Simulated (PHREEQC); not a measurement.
A column of 0.5 m (30 cells, dispersivity 0.04 m, 3600 s a shift, diffusion coefficient 3e-10 m²/s) holds 0.2 eq of the database's cation exchanger X per kg of pore water, first in equilibrium with 0.00079 mol KCl, 0.00059 mol MgCl2 and 1e-05 mol HCl per kg of water. It is flushed with 83 mmol/kgw KCl, 23 mmol/kgw CdCl2 and 0.01 mmol/kgw HCl, at 25 °C. Values are for the last cell. No CO2 enters from the air. Nothing may precipitate in this run.

Base run: PHREEQC, ion-association model, phreeqc.dat. Each further column changes one thing. The table gives K in solution (mol/kgw).

| pore volumes | base | exchange capacity from 0.2 to 0.1 eq/kgw | dispersivity from 0.04 to 0.08 m |
|---|---|---|---|
| 0 | 0.000790 | 0.000790 | 0.000790 |
| 1.017 | 0.00585 | ___ | 0.00655 |
| 2.017 | 0.0195 | ___ | 0.0263 |
| 3.017 | 0.0475 | 0.0745 | ___ |
| 4.017 | 0.0678 | ___ | 0.0656 |
| 5.017 | 0.0774 | 0.0827 | 0.0742 |
| 6.017 | 0.0810 | 0.0829 | ___ |

### Question
Some entries are withheld; supply them.

### Answer

- 1.017, exchange capacity from 0.2 to 0.1 eq/kgw: 0.00750
- 2.017, exchange capacity from 0.2 to 0.1 eq/kgw: 0.0487
- 3.017, dispersivity from 0.04 to 0.08 m: 0.0500
- 4.017, exchange capacity from 0.2 to 0.1 eq/kgw: 0.0813
- 6.017, dispersivity from 0.04 to 0.08 m: 0.0787
